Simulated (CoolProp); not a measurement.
Values from CoolProp's reference Helmholtz-energy equation of state, Outcalt 1996. It is a modified Benedict-Webb-Rubin equation, recast in Helmholtz form.

### Question
Give the vapour pressure (bar), vapour density (kg/m³), liquid cp (kJ/(kg K)), surface tension (mN/m) of saturated R152A at 201.9, 222.7 K.

### Answer
| T (K) | p (bar) | vapour density (kg/m³) | liquid cp (kJ/(kg K)) | surface tension (mN/m) |
|---|---|---|---|---|
| 201.9 | 0.0699 | 0.277 | 1.54 | 23.7 |
| 222.7 | 0.267 | 0.970 | 1.57 | 20.5 |

Surface tension comes from a separate correlation (Mulero 2012).
